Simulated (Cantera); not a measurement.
Tantalum, niobium, vanadium and zirconium in process gases: Ta(OEt)₅ + H₂O

Feed: 1 mol Ta(OEt)₅, 27 mol H₂O, equilibrated at 2500 °C.

Equilibrium computed with Cantera from the NASA thermochemical tables; the gas is ideal and each condensed phase is pure. Candidate condensed phases: C, C₆H₆, C₇H₈, C₈H₁₈, H₂O, Ta, TaC, Ta₂O₅; 113 gas species. The feed counts by its element totals alone. Kinetics and transport are ignored.

| P (Pa) | log p H | log p H₂ | log p H₂O | log p O | log p CO | log p OH | log p CO₂ | log p TaO₂ | log p O₂ | n Ta₂O₅(l) |
|---|---|---|---|---|---|---|---|---|---|---|
| 0.100 | -6.15 | -10.04 | -13.74 | -6.72 | -7.05 | -10.41 | -11.59 | -9.36 | -10.83 | 0 |
| 2.50 | -4.75 | -7.24 | -9.56 | -5.34 | -5.64 | -7.63 | -8.80 | -6.90 | -8.05 | 0 |
| 63 | -3.39 | -4.51 | -5.49 | -4.00 | -4.21 | -4.93 | -6.03 | -5.22 | -5.38 | 0 |
| 1600 | -2.32 | -2.39 | -2.56 | -3.19 | -2.65 | -3.05 | -3.66 | -3.61 | -3.75 | 0 |
| 40000 | -1.54 | -0.82 | -0.88 | -3.08 | -1.17 | -2.16 | -2.06 | -3.10 | -3.53 | 0.448 |
| 1000000 | -0.82 | 0.62 | 0.56 | -3.08 | 0.25 | -1.44 | -0.65 | -3.10 | -3.53 | 0.498 |
log p: log10 of the partial pressure in bar; n: condensed amount in mol.

From 0.100 Pa to 1600 Pa nothing is condensed. From 40000 Pa to 1000000 Pa the condensed part is Ta₂O₅(l). The main Ta-bearing gas is TaO at 0.100 Pa and TaO₂ at 1000000 Pa.
